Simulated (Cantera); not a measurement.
Charge: 1 mol SF6, 0.71 mol O2, 14 mol H2, held at 2023.15 K and 35.0 bar.

Method: chemical equilibrium by Gibbs-energy minimisation in Cantera with the NASA 1993 tables (ideal gas, pure condensed phases). The ideal-gas law is rough above about 30 bar. Equilibrium is a limit: real reactors are often held back by kinetics, nucleation or transport.

```
species    before     after
-------  --------  --------
H2          0.507     0.505
HF          0.352     0.352
H2O        0.0833    0.0836
H2S        0.0547    0.0588
SH        0.00176   1.28e-9
S2        0.00108     <1e-9
H        0.000229     <1e-9
S         2.06e-5     <1e-9
SO        1.93e-5     <1e-9
H2F2      3.33e-5  0.000362
```
Gas species are given as mole fractions.

**Question.** What was changed between the two runs?
A. temperature from 2023.15 K to 2825 K
B. temperature from 2023.15 K to 825 K
C. temperature from 2023.15 K to 3273 K
D. temperature from 2023.15 K to 2998.15 K

**Answer.** B, temperature from 2023.15 K to 825 K
